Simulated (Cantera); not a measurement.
**Equilibrium for oxide etching and cleaning by halides: SiO₂ + F₂ + H₂**

Feed: 1 mol SiO₂, 1.8 mol F₂, 40 mol H₂, equilibrated at 13.3 mbar.

Equilibrium computed with Cantera from the NASA thermochemical tables; the gas is ideal and each condensed phase is pure. Candidate condensed phases: H₂O, Si, SiO₂; 38 gas species. The tables' values for SiF₃, SiF₂ are old estimates; treat these amounts as uncertain. The tables hold silica as quartz up to 1696 K and as liquid above; real silica turns to tridymite and cristobalite and melts near 1996 K. The numbers say what is thermodynamically allowed, not how fast it happens.

From 800 °C to 1400 °C the condensed part is SiO₂(β-quartz). The main Si-bearing gas is SiF₄ at 800 °C and SiO at 1400 °C.

| T (°C) | log p H₂ | log p HF | log p H₂O | log p SiF₄ | log p SiO | log p H | n SiO₂(β-quartz) |
|---|---|---|---|---|---|---|---|
| 800 | -1.91 | -3.05 | -3.88 | -4.18 | <-13 | -8.81 | 0.793 |
| 850 | -1.91 | -3.04 | -3.93 | -4.24 | -13.12 | -8.33 | 0.818 |
| 900 | -1.91 | -3.02 | -3.99 | -4.29 | -11.98 | -7.88 | 0.840 |
| 950 | -1.91 | -3.01 | -4.04 | -4.34 | -10.93 | -7.48 | 0.858 |
| 1000 | -1.91 | -3.00 | -4.09 | -4.39 | -9.96 | -7.10 | 0.873 |
| 1050 | -1.91 | -3.00 | -4.14 | -4.44 | -9.07 | -6.76 | 0.886 |
| 1100 | -1.91 | -2.99 | -4.18 | -4.49 | -8.25 | -6.43 | 0.897 |
| 1150 | -1.91 | -2.99 | -4.22 | -4.53 | -7.48 | -6.13 | 0.906 |
| 1200 | -1.91 | -2.98 | -4.26 | -4.57 | -6.77 | -5.85 | 0.914 |
| 1250 | -1.91 | -2.98 | -4.29 | -4.62 | -6.10 | -5.59 | 0.919 |
| 1300 | -1.91 | -2.97 | -4.31 | -4.68 | -5.49 | -5.35 | 0.919 |
| 1350 | -1.91 | -2.97 | -4.31 | -4.79 | -4.95 | -5.12 | 0.905 |
| 1400 | -1.92 | -2.96 | -4.24 | -4.99 | -4.50 | -4.90 | 0.860 |
log p: log10 of the partial pressure in bar; n: condensed amount in mol.
